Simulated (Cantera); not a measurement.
Input (Python, Cantera):

```python
import numpy as np
import cantera as ct

gas = ct.Solution("gri30.yaml")
gas.TPX = 1150, 13332, {'CO': 0.021, 'O2': 0.03, 'H2O': 0.021, 'N2': 1, 'CH4': 0.0021}
reactor = ct.IdealGasConstPressureReactor(gas, energy="off", clone=False)
net = ct.ReactorNet([reactor])
net.rtol, net.atol = 1e-08, 1e-18
show = ['CO', 'O2', 'H2O', 'OH', 'NO', 'O', 'H2O2']
times = np.geomspace(2e-06, 1, 10)

steps = ct.SolutionArray(gas, extra=["t"])
rows = []
print(f"{'t/s':>10s}{'T/K':>9s}{'P/Pa':>11s}" + "".join(f"{s:>11s}" for s in show))
for t in times:
    while net.time < t:
        t_next = net.step()
        steps.append(gas.state, t=t_next)
    rows.append([np.interp(t, steps.t, y) for y in (steps.T, steps.P, *steps(*show).X.T)])
    print(f"{t:10.3e}{rows[-1][0]:9.1f}{rows[-1][1]:11.4g}" + "".join(f"{x:11.3e}" for x in rows[-1][2:]))
rate = np.gradient(steps.T, steps.t)
print("integrator steps:", len(steps.t))
if steps.T.max() > steps.T[0] + 200:
    print(f"time of steepest temperature rise: {steps.t[rate.argmax()]:.4e} s")
gas.TPX = 1150, 13332, {'CO': 0.021, 'O2': 0.03, 'H2O': 0.021, 'N2': 1, 'CH4': 0.0021}
gas.equilibrate("TP")
print(f"equilibrium (TP): T = {gas.T:.1f} K  " + "  ".join(f"{s} {gas[s].X[0]:.3e}" for s in show))
```

Output:

```
       t/s      T/K       P/Pa         CO         O2        H2O         OH         NO          O       H2O2
 2.000e-06   1150.0  1.333e+04  1.955e-02  2.793e-02  1.955e-02  2.630e-14  1.987e-24  3.129e-12  3.422e-19
 8.595e-06   1150.0  1.333e+04  1.955e-02  2.793e-02  1.955e-02  2.439e-13  3.793e-23  1.332e-11  6.273e-18
 3.694e-05   1150.0  1.333e+04  1.955e-02  2.793e-02  1.955e-02  3.079e-12  7.913e-22  5.507e-11  1.150e-16
 1.587e-04   1150.0  1.333e+04  1.955e-02  2.793e-02  1.955e-02  3.285e-11  1.719e-20  2.033e-10  2.091e-15
 6.822e-04   1150.0  1.333e+04  1.955e-02  2.793e-02  1.955e-02  1.998e-10  2.803e-19  6.129e-10  3.800e-14
 2.932e-03   1150.0  1.333e+04  1.955e-02  2.793e-02  1.955e-02  8.274e-10  3.772e-18  1.851e-09  7.409e-13
 1.260e-02   1150.0  1.333e+04  1.955e-02  2.793e-02  1.955e-02  6.220e-09  7.251e-17  1.141e-08  1.435e-11
 5.415e-02   1150.0  1.333e+04  4.641e-03  1.692e-02  2.147e-02  3.693e-04  7.371e-07  1.161e-03  1.082e-07
 2.327e-01   1150.0  1.333e+04  3.709e-05  1.439e-02  2.366e-02  3.654e-05  1.119e-06  1.029e-05  2.859e-08
 1.000e+00   1150.0  1.333e+04  1.524e-06  1.438e-02  2.369e-02  8.668e-06  1.117e-06  5.581e-07  2.622e-09
integrator steps: 2020
equilibrium (TP): T = 1150.0 K  CO 2.551e-09  O2 1.437e-02  H2O 2.369e-02  OH 6.088e-07  NO 3.772e-05  O 2.746e-09  H2O2 1.558e-11
```

Model: GRI-Mech 3.0 (53 species, 325 reactions), integrated in Cantera.
